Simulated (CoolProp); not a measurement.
Sulfur hexafluoride at 293.15 K and 0.222 MPa flows at 3.8 m/s in a round tube of 6 mm bore and 0.25 µm roughness, fully developed (64/Re and Nu = 3.66 if laminar; Colebrook and Gnielinski if turbulent). Each further row changes one setting.

Model: reference Helmholtz-energy equation of state, Guder 2009, in CoolProp.

| case | Reynolds number | Darcy friction factor | pressure drop (Pa/m) | heat-transfer coefficient (W/(m² K)) | mass flow (kg/h) |
|---|---|---|---|---|---|
| as stated | ? | 0.0257 | ? | ? | 5.29 |
| velocity 7.6 m/s | 41500 | 0.0219 | ? | ? | 10.6 |
| diameter 12 mm | 41500 | 0.0219 | 180 | 102 | 21.1 |

What belongs in the gaps?


- as stated, Reynolds number: 20800
- as stated, pressure drop (Pa/m): 423
- as stated, heat-transfer coefficient (W/(m² K)): 118
- velocity 7.6 m/s, pressure drop (Pa/m): 1440
- velocity 7.6 m/s, heat-transfer coefficient (W/(m² K)): 205

Viscosity comes from a separate model (Quiñones-Cisneros 2012). Thermal conductivity comes from a separate model (Assael 2012).
